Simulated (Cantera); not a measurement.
## Reactions in the system H-N-S

Cantera with NASA thermochemical tables; ideal gases at 1 bar, condensed phases pure. Values are per mole of reaction as written; species without (g) are pure solids or liquids, kept so even where they would boil at 1 bar.

3 H2S(g) + N2(g) = 2 NH3(g) + 3 S

| T (K) | ΔH° (kJ) | ΔS° (J/K) | ΔG° (kJ) | log10 K |
|---|---|---|---|---|
| 400 | -22.5 | -306.4 | 100.1 | -13.07 |
| 475 | -18.2 | -296.6 | 122.7 | -13.49 |
| 550 | -13.4 | -287.2 | 144.6 | -13.73 |
| 625 | -9.4 | -280.4 | 165.8 | -13.86 |
| 700 | -6.4 | -275.9 | 186.7 | -13.93 |
| 775 | -3.8 | -272.3 | 207.2 | -13.97 |
| 850 | -1.0 | -268.9 | 227.5 | -13.98 |
| 925 | 2.3 | -265.1 | 247.6 | -13.98 |
